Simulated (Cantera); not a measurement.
Input: 1 mol Fe3O4, 0.56 mol H2O, held at 773.15 K and 1 atm.

Cantera equilibrium calculation (NASA polynomials, part measured and part estimated; ideal gas, pure solids and liquids). Candidate condensed phases: Fe, FeO, Fe(OH)2, Fe(OH)3, Fe2O3, Fe3O4, H2O; 12 gas species. The numbers say what is thermodynamically allowed, not how fast it happens.

Base state: H2O 1.000, H2 1.33e-5 (mole fractions); condensed: Fe3O4(s).

Q: What changes in the equilibrium state with this change: Fe3O4 replaced by Fe2O3?

A: 
```tsv
species	before	after
H2O	1.000	1.00
H2	1.33e-5	<1e-9
Fe3O4(s), mol	1.000	0
Fe2O3(s), mol	0	1.00
```
